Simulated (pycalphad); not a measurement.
**Phase fractions of Si-30Cu (at.%)**

Computed with pycalphad from the COST 507 light-alloy database (1999), at 1 atm. The data set is of 1999 and partly superseded. Phase fractions are per mole of atoms. Kinetics are ignored, which matters at the lower temperatures.

```
T (°C)  LIQUID  DIAMOND_A4  CU19SI6_ETA
------  ------  ----------  -----------
1277     1.000           -            -
1202     0.920       0.080            -
1127     0.702       0.298            -
1052     0.580       0.420            -
977      0.510       0.490            -
902      0.468       0.532            -
827        ___         ___            -
752          -       0.605        0.395
677          -       0.605        0.395
602          -       0.605        0.395
527          -       0.605        0.395
452          -       0.605        0.395
377          -       0.605        0.395
302          -       0.605        0.395
227          -       0.605        0.395
```

Question: Fill in the missing entries.

Answer: 
- 827, LIQUID: 0.440
- 827, DIAMOND_A4: 0.560

Database names, with the compositions (at.%) that they take in these runs: CU19SI6_ETA: Cu 76 Si 24. DIAMOND_A4 is diamond (Si).
